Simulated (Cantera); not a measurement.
**Equilibrium for carbon deposition, reforming and gasification: C3H8 + O2**

Charge: 1 mol C3H8, 0.35 mol O2, equilibrated at 1330 Pa.

Cantera equilibrium calculation (NASA polynomials, part measured and part estimated; ideal gas, pure solids and liquids). Candidate condensed phases: C, C6H6, C7H8, C8H18, H2O; 110 gas species. The numbers say what is thermodynamically allowed, not how fast it happens.

From 2350 K to 2950 K the condensed part is C(graphite). The main C-bearing gas is CO throughout. The share of C in condensed phases is highest at 2350 K (75.3 %) and lowest at 2950 K (56.6 %).

```csv
T (K),log p H2,log p H,log p CO,log p C2H2 (acetylene),log p C3,n C(graphite)
2350,-1.99,-2.90,-2.72,-4.25,-7.38,2.26
2425,-2.02,-2.76,-2.73,-4.12,-6.83,2.24
2500,-2.04,-2.62,-2.74,-4.01,-6.30,2.22
2575,-2.08,-2.50,-2.76,-3.91,-5.81,2.20
2650,-2.13,-2.39,-2.77,-3.84,-5.35,2.16
2725,-2.19,-2.30,-2.79,-3.78,-4.91,2.12
2800,-2.26,-2.22,-2.82,-3.74,-4.50,2.05
2875,-2.35,-2.15,-2.84,-3.72,-4.11,1.94
2950,-2.46,-2.10,-2.87,-3.73,-3.74,1.70
```
log p: log10 of the partial pressure in bar; n: condensed amount in mol.
